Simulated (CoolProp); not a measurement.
Properties of octamethyltrisiloxane (MDM) along the isotherm 89.25 °C (Tc = 292.2 °C, pc = 1.438 MPa, ω = 0.528).

Values from CoolProp's reference Helmholtz-energy equation of state, Thol 2017.

```json
[
 {"p (MPa)": "0.0799", "phase": "liquid", "Z": "0.008378", "cv (kJ/(kg K))": "1.627", "speed of sound (m/s)": "[?]", "expansivity (1/kK)": "1.449", "fugacity coefficient": "0.1643"},
 {"p (MPa)": "0.16", "phase": "liquid", "Z": "0.01677", "cv (kJ/(kg K))": "1.627", "speed of sound (m/s)": "[?]", "expansivity (1/kK)": "1.446", "fugacity coefficient": "0.08274"},
 {"p (MPa)": "0.24", "phase": "liquid", "Z": "0.02515", "cv (kJ/(kg K))": "1.627", "speed of sound (m/s)": "705.0", "expansivity (1/kK)": "1.443", "fugacity coefficient": "0.05562"},
 {"p (MPa)": "0.319", "phase": "liquid", "Z": "0.03342", "cv (kJ/(kg K))": "1.627", "speed of sound (m/s)": "705.9", "expansivity (1/kK)": "1.441", "fugacity coefficient": "0.04220"},
 {"p (MPa)": "0.399", "phase": "liquid", "Z": "0.04179", "cv (kJ/(kg K))": "1.627", "speed of sound (m/s)": "706.8", "expansivity (1/kK)": "1.438", "fugacity coefficient": "0.03402"},
 {"p (MPa)": "0.479", "phase": "liquid", "Z": "0.05016", "cv (kJ/(kg K))": "1.627", "speed of sound (m/s)": "707.7", "expansivity (1/kK)": "1.435", "fugacity coefficient": "0.02858"},
 {"p (MPa)": "0.559", "phase": "liquid", "Z": "0.05852", "cv (kJ/(kg K))": "1.627", "speed of sound (m/s)": "708.6", "expansivity (1/kK)": "1.433", "fugacity coefficient": "0.02469"},
 {"p (MPa)": "0.639", "phase": "liquid", "Z": "0.06688", "cv (kJ/(kg K))": "1.627", "speed of sound (m/s)": "709.6", "expansivity (1/kK)": "1.430", "fugacity coefficient": "[?]"},
 {"p (MPa)": "0.719", "phase": "liquid", "Z": "[?]", "cv (kJ/(kg K))": "1.627", "speed of sound (m/s)": "710.5", "expansivity (1/kK)": "1.428", "fugacity coefficient": "0.01952"}
]
```

Question: Fill in the missing entries.

Answer: 
- 0.0799, speed of sound (m/s): 703.2
- 0.16, speed of sound (m/s): 704.1
- 0.639, fugacity coefficient: 0.02178
- 0.719, Z: 0.07523
